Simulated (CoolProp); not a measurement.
Aqueous magnesium chloride as a coolant, 19 % by mass, freezing at -25.9 °C, 1 atm.

Computed with CoolProp (Melinder's fits for secondary coolants).

| T (°C) | density (kg/m³) | conductivity (W/(m K)) | cp (kJ/(kg K)) | Prandtl number |
|---|---|---|---|---|
| -22.7 | (withheld) | 0.480 | 3.038 | 64.9 |
| -14.9 | 1176 | 0.492 | 3.060 | 47.1 |
| -7.1 | 1174 | 0.505 | (withheld) | 34.9 |
| 0.6 | 1172 | 0.518 | 3.102 | 26.3 |
| 8.4 | 1170 | 0.531 | (withheld) | 20.0 |
| 16.2 | (withheld) | (withheld) | 3.145 | 15.5 |
| 24 | 1164 | 0.558 | 3.166 | 12.0 |
| 31.7 | 1160 | 0.570 | 3.188 | 9.49 |

Problem. What belongs in the gaps?

Solution. 
- -22.7, density (kg/m³): 1177
- -7.1, cp (kJ/(kg K)): 3.081
- 8.4, cp (kJ/(kg K)): 3.123
- 16.2, density (kg/m³): 1167
- 16.2, conductivity (W/(m K)): 0.545
